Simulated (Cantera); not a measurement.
# Adiabatic ignition

An adiabatic, constant-volume homogeneous reactor starts with H₂ : O₂ : N₂ : H₂O = 1 : 0.227 : 0.855 : 0.055 (molar parts), at 1275 K and 0.220 bar.

Detailed kinetics in Cantera: GRI-Mech 3.0 (53 species, 325 reactions).

```csv
t (s),T (K),P (bar),x H₂,x O₂,x H₂O,x HO₂,x NO,x H₂O₂
8.00e-6,1275,0.220,0.468,0.106,0.0257,2.31e-8,<1e-12,1.06e-10
1.69e-5,1275,0.220,0.468,0.106,0.0257,4.97e-8,<1e-12,4.72e-10
3.57e-5,1275,0.220,0.468,0.106,0.0257,1.19e-7,<1e-12,2.16e-9
7.55e-5,1275,0.220,0.468,0.106,0.0258,1.18e-6,<1e-12,1.95e-8
0.000160,1451,0.249,0.287,0.0388,0.151,7.97e-6,1.38e-7,3.72e-7
0.000337,2103,0.348,0.226,0.00195,0.227,4.52e-7,1.07e-5,8.39e-8
0.000713,2492,0.402,0.251,0.000890,0.238,3.40e-7,4.66e-5,3.67e-8
0.00151,2677,0.426,0.262,0.000469,0.245,2.91e-7,0.000183,3.49e-8
0.00319,2696,0.428,0.263,0.000425,0.246,2.77e-7,0.000469,3.45e-8
0.00673,2694,0.428,0.264,0.000418,0.246,2.73e-7,0.000840,3.41e-8
0.0142,2694,0.428,0.264,0.000414,0.245,2.70e-7,0.00103,3.39e-8
0.0301,2694,0.428,0.264,0.000414,0.245,2.70e-7,0.00104,3.39e-8
0.0636,2694,0.428,0.264,0.000414,0.245,2.70e-7,0.00104,3.39e-8
0.134,2694,0.428,0.264,0.000414,0.245,2.70e-7,0.00104,3.39e-8
0.284,2694,0.428,0.264,0.000414,0.245,2.70e-7,0.00104,3.39e-8
0.600,2694,0.428,0.264,0.000414,0.245,2.70e-7,0.00104,3.39e-8
```
x: mole fraction; the columns are a selection and need not sum to one.

```yaml
time_of_steepest_temperature_rise: 0.161 ms
temperature at 0.600 s: 2694 K
equilibrium_temperature: 2694 K
x(H₂) at 0.600 s: 0.264 (gas-phase equilibrium 0.264)
x(O₂) at 0.600 s: 0.000414 (gas-phase equilibrium 0.000414)
x(H₂O) at 0.600 s: 0.245 (gas-phase equilibrium 0.245)
```
